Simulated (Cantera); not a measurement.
Charge: 1 mol SiO2, 5.7 mol H2, equilibrated at 0.00120 bar.

These are equilibrium values from Cantera (NASA tables, ideal gas, pure condensed phases), not measurements of a reactor. Candidate condensed phases: H2O, Si, SiO2; 18 gas species. The tables hold silica as quartz up to 1696 K and as liquid above; real silica turns to tridymite and cristobalite and melts near 1996 K. The numbers say what is thermodynamically allowed, not how fast it happens.

x: gas mole fraction; n: condensed amount in mol.

```
T (K)   x H2     x SiO     x H2O       x H      x OH    x SiO2     x O  n SiO2(β-quartz)
-----  -----  --------  --------  --------  --------  --------  ------  ----------------
1175   1.000   2.84e-6   2.84e-6   3.54e-6    <1e-12    <1e-12  <1e-12             1.000
1225   1.000   8.91e-6   8.91e-6   9.00e-6    <1e-12    <1e-12  <1e-12             1.000
1275   1.000   2.55e-5   2.55e-5   2.13e-5  6.32e-12    <1e-12  <1e-12             1.000
1325   1.000   6.74e-5   6.74e-5   4.72e-5  4.64e-11  3.35e-12  <1e-12             1.000
1375   1.000  0.000165  0.000165   9.89e-5  2.95e-10  2.37e-11  <1e-12             0.999
1425   0.999  0.000381  0.000381  0.000197   1.64e-9  1.46e-10  <1e-12             0.998
1475   0.998  0.000827  0.000826  0.000374   8.12e-9  7.97e-10       …             0.995
1525   0.996   0.00170   0.00170  0.000682   3.61e-8   3.87e-9       …             0.990
1575   0.992   0.00334   0.00334   0.00119   1.46e-7   1.70e-8       …             0.981
1625   0.985   0.00627   0.00627   0.00202   5.41e-7   6.80e-8       …             0.964
1675   0.974    0.0113    0.0113   0.00331   1.85e-6   2.50e-7       …             0.935
```

**Question.** Fill in the missing entries.

**Answer.** 
- 1475, x O: 2.67e-12
- 1525, x O: 2.12e-11
- 1575, x O: 1.48e-10
- 1625, x O: 9.14e-10
- 1675, x O: 5.08e-9
